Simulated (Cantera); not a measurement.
**Thermodynamics of fluorocarbon and chlorocarbon gases, feed CHF3 + F2**

Charge: 1 mol CHF3, 1.3 mol F2, equilibrated at 2025 K.

Method: chemical equilibrium by Gibbs-energy minimisation in Cantera with the NASA 1993 tables (ideal gas, pure condensed phases). Candidate condensed phases: C, C6H6, C7H8, C8H18; 95 gas species. Gases not in the tables: C2F6 and larger saturated fluorocarbons. Kinetics and transport are ignored.

```
P (Pa)    x F   x HF    x CF4     x CF2     x CF3      x CF      x F2  n C(graphite)
------  -----  -----  -------  --------  --------  --------  --------  -------------
1       0.770  0.186  8.43e-5    0.0397   5.37e-5   0.00404   2.44e-8          0.764
6.80    0.605  0.214   0.0101     0.167   0.00120   0.00317   1.02e-7          0.155
46      0.422  0.289    0.163     0.121   0.00413  0.000490   3.36e-7              0
320     0.255  0.372    0.355    0.0149   0.00213   1.43e-5   8.57e-7              0
2200    0.232  0.384    0.383  0.000412  0.000369   6.34e-8   4.85e-6              0
15000   0.231  0.385    0.385   8.97e-6   5.45e-5  2.03e-10   3.28e-5              0
100000  0.230  0.385    0.385   2.03e-7   8.19e-6    <1e-12  0.000218              0
```
x: gas mole fraction; n: condensed amount in mol.

From 1.00 Pa to 6.80 Pa the condensed part is C(graphite). From 46.0 Pa to 1.00 bar nothing is condensed. The main C-bearing gas is CF2 at 1.00 Pa and CF4 at 1.00 bar.
